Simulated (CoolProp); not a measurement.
n-perfluorohexane at several states: fugacity coefficient from the reference equation and from simpler models built on Tc = 448.0 K, pc = 17.42 bar, ω = 0.497; each cubic takes its own stable root.

Model: reference Helmholtz-energy equation of state, Gao 2022, in CoolProp.

```csv
T (K),p (bar),phase,reference
309.9,0.385,gas,0.9723
408.6,1.42,gas,0.9607
380.2,25.6,liquid,0.1649
```

Problem. How far does each simpler model (van der Waals, Redlich-Kwong) lie from the reference over these 3 states: mean and median of the absolute difference, and the worst?

Solution. 
- van der Waals: mean 34.5 %, median 1.3 %, worst +101.2 % at 380.2 K and 25.6 bar
- Redlich-Kwong: mean 16.1 %, median 0.7 %, worst +47.1 % at 380.2 K and 25.6 bar
